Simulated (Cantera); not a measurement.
Charge: 1 mol Si2H6, 3.2 mol HCl, 14 mol N2, at 1725 K.

Equilibrium computed with Cantera from the NASA thermochemical tables; the gas is ideal and each condensed phase is pure. Candidate condensed phases: NH4Cl, Si, Si3N4; 28 gas species. The feed counts by its element totals alone. Equilibrium is a limit: real reactors are often held back by kinetics, nucleation or transport.

Task: Which condensed phases are stable at each of these points (P (Pa)): 100, 260, 670, 1700, 4500, 12000, 30000, 77000, 200000?

Result: 
| P (Pa) | condensed phases | Si condensed (%) |
|---|---|---|
| 100 | Si(l) | 46.4 |
| 260 | Si(l) | 47.2 |
| 670 | Si3N4(s) | 52.1 |
| 1700 | Si3N4(s) | 59.6 |
| 4500 | Si3N4(s) | 67.7 |
| 12000 | Si3N4(s) | 75.6 |
| 30000 | Si3N4(s) | 81.9 |
| 77000 | Si3N4(s) | 87.0 |
| 200000 | Si3N4(s) | 90.4 |

From 1.00 mbar to 2.60 mbar the condensed part is Si(l). From 6.70 mbar to 2.00 bar the condensed part is Si3N4(s).
